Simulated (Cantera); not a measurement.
What does this Cantera script print?

```python
import numpy as np
import cantera as ct

gas = ct.Solution("gri30.yaml")
gas.TP = 300, 100000
flame = ct.CounterflowDiffusionFlame(gas, width=0.02)
flame.fuel_inlet.X, flame.fuel_inlet.T = {'CH4': 1, 'H2': 0.78, 'N2': 0.41}, 350
flame.oxidizer_inlet.X, flame.oxidizer_inlet.T = {'O2': 0.22, 'N2': 0.78}, 700
flame.set_refine_criteria(ratio=3, slope=0.12, curve=0.24, prune=0.03)
show = ['OH', 'H', 'NO', 'CO', 'C2H2']

rows = []
print(f"{'mdot':>8s}{'a_max':>10s}{'a_mean':>10s}{'Tmax/K':>9s}" + "".join(f"{s:>11s}" for s in show) + "   (peak mole fractions)")
for i, mdot in enumerate([0.6, 0.95, 1.5, 2.3, 3.7, 5.8, 9.2]):  # kg/m2/s on the oxidiser side
    flame.oxidizer_inlet.mdot, flame.fuel_inlet.mdot = mdot, 1.1 * mdot
    flame.solve(loglevel=0, auto=(i == 0))
    if flame.T.max() < max(350, 700) + 100:
        print(f"{mdot:8.3g}  no burning solution found from the previous one")
        break
    dT = np.abs(np.gradient(flame.T, flame.grid))
    rows.append([flame.strain_rate("max"), flame.strain_rate("mean"), flame.T.max(),
                 *(flame.X[gas.species_index(s)].max() for s in show), max(dT[0], dT[-1]) / dT.max()])
    print(f"{mdot:8.3g}{rows[-1][0]:10.1f}{rows[-1][1]:10.1f}{rows[-1][2]:9.1f}" + "".join(f"{x:11.3e}" for x in rows[-1][3:-1]))
```

Result:

```
    mdot     a_max    a_mean   Tmax/K         OH          H         NO         CO       C2H2   (peak mole fractions)
     0.6     540.6     132.7   2234.4  1.367e-02  8.768e-03  2.872e-04  4.870e-02  1.024e-02
    0.95     831.7     210.1   2203.0  1.352e-02  9.529e-03  2.425e-04  4.741e-02  9.925e-03
     1.5    1285.1     331.8   2177.4  1.339e-02  1.037e-02  2.033e-04  4.664e-02  9.741e-03
     2.3    1932.4     508.7   2148.2  1.303e-02  1.108e-02  1.650e-04  4.596e-02  9.415e-03
     3.7    3045.5     818.3   2112.6  1.244e-02  1.177e-02  1.233e-04  4.556e-02  8.742e-03
     5.8    4682.8    1282.8   2073.2  1.161e-02  1.220e-02  8.635e-05  4.554e-02  7.690e-03
     9.2    7271.2    2034.8   2023.2  1.043e-02  1.228e-02  5.286e-05  4.591e-02  6.124e-03
```

Computed with Cantera and GRI-Mech 3.0 (53 species, 325 reactions). GRI-Mech 3.0 has no aromatics or soot, which form on the fuel side of real flames. The maximum strain rate includes the flame's own expansion and is several times the mean.
